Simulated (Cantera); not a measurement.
A closed system holds: 1 mol HMDSO, 1.3 mol O₃, 22 mol H₂, held at 9.00 Pa.

Cantera equilibrium calculation (NASA polynomials, part measured and part estimated; ideal gas, pure solids and liquids). Candidate condensed phases: C, C₆H₆, C₇H₈, C₈H₁₈, H₂O, Si, SiC, SiO₂; 123 gas species. The feed counts by its element totals alone. Rates play no part.

**Question.** What share of the Si ends up in condensed phases as a function of T (K), at 1473, 1523, 1573, 1623, 1673, 1723, 1773, 1823, 1873, 1923, 1973, 2023, 2073, 2123?

**Answer.** 
```
T (K)  Si condensed (%)      as
-----  ----------------  ------
1473               77.5  SiC(s)
1523               77.5  SiC(s)
1573               77.5  SiC(s)
1623               77.4  SiC(s)
1673               77.2  SiC(s)
1723               76.7  SiC(s)
1773               75.5  SiC(s)
1823               72.8  SiC(s)
1873               68.0  SiC(s)
1923               61.2  SiC(s)
1973               53.6  SiC(s)
2023               11.8  SiC(s)
2073                0.0       -
2123                0.0       -
```
